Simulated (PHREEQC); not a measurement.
Consider water at 25 °C with 9.3 mmol/kgw CuCl2, 0.44 mmol/kgw HBF4 and 0.61 mmol/kgw FeCl3. Closed to the air; pH follows from the charge balance.

Model: ion-association model, wateq4f.dat, run in PHREEQC.

Precipitation was switched off in this run.

Problem. Order these F species by the share of F that they hold, largest first: FeF3, FeF+2, F-, HF, FeF2+.

Solution. FeF2+ (47 %), HF (18 %), FeF3 (16 %), F- (12 %), FeF+2 (5.5 %)

The pH is 2.90 and the ionic strength 0.0295 mol/kgw. Saturation is exceeded, for instance for Hematite (slow to form), Goethite (slow to form); the values hold only as long as no solid forms. Real BF4- forms and hydrolyses slowly; the run takes it at equilibrium. Fluoro complexes past AlF4- and FeF3 are missing from the database.
